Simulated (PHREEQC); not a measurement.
Dissolve 0.8 mol H2SO4 and 0.000143 mol CuSO4 per kg of water at 25 °C. Closed to the air; pH follows from the charge balance.

Equilibrium calculation in PHREEQC: ion-association model, phreeqc.dat.

The ionic strength comes out as 0.916 mol/kgw. What activity coefficients do SO4-2, HSO4-, H+, Cu+2 get?

SO4-2 0.16, HSO4- 0.78, H+ 0.75, Cu+2 0.21.

Precipitation was switched off in this run. Ionic strength above about 0.7 mol/kgw puts this run outside the model's range. Species that the database lacks are ignored.
